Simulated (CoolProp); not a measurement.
Vapour-liquid equilibrium of R143a (1) + isobutene (2) at -71.15 °C; x and y are mole fractions of (1).

Model: multi-fluid Helmholtz-energy mixture model, Lemmon and Jacobsen 2000 and Lemmon 2005; pair parameters Bell 2016, in CoolProp.

```json
[
 {"x": "0.05", "bubble pressure (MPa)": "0.008459", "y at the bubble point": "0.640", "dew pressure at overall composition x (MPa)": "0.003335", "liquid density (mol/L)": "12.47"},
 {"x": "0.125", "bubble pressure (MPa)": "0.01373", "y at the bubble point": "0.790", "dew pressure at overall composition x (MPa)": "0.003614", "liquid density (mol/L)": "12.60"},
 {"x": "0.2", "bubble pressure (MPa)": "0.01697", "y at the bubble point": "0.838", "dew pressure at overall composition x (MPa)": "0.003944", "liquid density (mol/L)": "(withheld)"},
 {"x": "0.275", "bubble pressure (MPa)": "0.01900", "y at the bubble point": "0.861", "dew pressure at overall composition x (MPa)": "0.004340", "liquid density (mol/L)": "12.87"},
 {"x": "0.35", "bubble pressure (MPa)": "0.02033", "y at the bubble point": "0.875", "dew pressure at overall composition x (MPa)": "0.004823", "liquid density (mol/L)": "13.01"},
 {"x": "0.425", "bubble pressure (MPa)": "(withheld)", "y at the bubble point": "0.884", "dew pressure at overall composition x (MPa)": "0.005428", "liquid density (mol/L)": "13.16"},
 {"x": "0.5", "bubble pressure (MPa)": "0.02204", "y at the bubble point": "(withheld)", "dew pressure at overall composition x (MPa)": "0.006205", "liquid density (mol/L)": "13.32"},
 {"x": "0.575", "bubble pressure (MPa)": "0.02274", "y at the bubble point": "(withheld)", "dew pressure at overall composition x (MPa)": "0.007238", "liquid density (mol/L)": "13.48"},
 {"x": "0.65", "bubble pressure (MPa)": "0.02346", "y at the bubble point": "0.909", "dew pressure at overall composition x (MPa)": "0.008680", "liquid density (mol/L)": "13.66"},
 {"x": "0.725", "bubble pressure (MPa)": "0.02424", "y at the bubble point": "0.920", "dew pressure at overall composition x (MPa)": "0.01082", "liquid density (mol/L)": "13.84"},
 {"x": "0.8", "bubble pressure (MPa)": "0.02511", "y at the bubble point": "0.935", "dew pressure at overall composition x (MPa)": "(withheld)", "liquid density (mol/L)": "(withheld)"},
 {"x": "0.875", "bubble pressure (MPa)": "0.02608", "y at the bubble point": "0.953", "dew pressure at overall composition x (MPa)": "0.02035", "liquid density (mol/L)": "14.25"},
 {"x": "0.95", "bubble pressure (MPa)": "(withheld)", "y at the bubble point": "0.979", "dew pressure at overall composition x (MPa)": "0.02591", "liquid density (mol/L)": "14.47"}
]
```

**Question.** What belongs in the gaps?

**Answer.** 
- 0.2, liquid density (mol/L): 12.73
- 0.425, bubble pressure (MPa): 0.02128
- 0.5, y at the bubble point: 0.892
- 0.575, y at the bubble point: 0.900
- 0.8, dew pressure at overall composition x (MPa): 0.01430
- 0.8, liquid density (mol/L): 14.04
- 0.95, bubble pressure (MPa): 0.02714

No azeotrope shows between x = 0.05 and 0.95.

The pair parameters rest on a limited set of measurements; away from them the model extrapolates. With so large a gap from Raoult's law the liquid may split in two, which this calculation doesn't test in full.
